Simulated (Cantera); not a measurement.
Charge: 1 mol NH3, 0.067 mol H2O, 0.73 mol N2, equilibrated at 1723 K and 1.00 bar.

Equilibrium computed with Cantera from the NASA thermochemical tables; the gas is ideal and each condensed phase is pure. Candidate condensed phases: H2O; 24 gas species. Equilibrium is a limit: real reactors are often held back by kinetics, nucleation or transport.

Base state: H2 0.536, N2 0.440, H2O 0.0240, H 0.000134 (mole fractions); condensed: gas only.

Question: What changes in the equilibrium state with this change: temperature from 1723 K to 2675 K?

Answer: 
| species | before | after |
|---|---|---|
| H2 | 0.536 | 0.508 |
| N2 | 0.440 | 0.432 |
| H | 0.000134 | 0.0368 |
| H2O | 0.0240 | 0.0230 |
| O | <1e-9 | 1.93e-5 |
| NO | 5.86e-9 | 2.95e-5 |
| OH | 3.27e-7 | 0.000417 |
